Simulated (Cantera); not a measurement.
A closed system holds: 1 mol SiH4, 0.016 mol C2H2, 12 mol H2, held at 1223 K and 0.230 bar.

Method: chemical equilibrium by Gibbs-energy minimisation in Cantera with the NASA 1993 tables (ideal gas, pure condensed phases). Candidate condensed phases: C, C6H6, C7H8, C8H18, Si, SiC; 87 gas species. Mutual solubility and eutectic melting of coexisting phases are not modelled. The numbers say what is thermodynamically allowed, not how fast it happens.

Base state: H2 1.000 (mole fractions); condensed: Si(s) + SiC(s).

What changes in the equilibrium state with this change: temperature from 1223 K to 2298 K?


| species | before | after |
|---|---|---|
| H2 | 1.000 | 0.975 |
| H | 6.27e-7 | 0.0197 |
| Si | <1e-9 | 0.00398 |
| SiH | <1e-9 | 0.000695 |
| Si2C | <1e-9 | 0.000321 |
| C2H2 (acetylene) | <1e-9 | 8.50e-5 |
| Si(s), mol | 0.968 | 0 |
| SiC(s), mol | 0.0319 | 0.0246 |
| Si(l), mol | 0 | 0.890 |
Gases not in the tables: Si2H6 and higher silanes.

What changes in the equilibrium state with this change: 0.21 mol HF added?


```
species      before     after
-----------  ------  --------
H2            1.000     0.996
SiF4              0   0.00273
SiHF3             0  0.000970
SiH2F2            0  0.000168
SiF3              0  0.000163
Si(s), mol    0.968     0.911
SiC(s), mol  0.0319    0.0319
```
The tables' values for SiF3, SiF2 are old estimates; treat these amounts as uncertain.
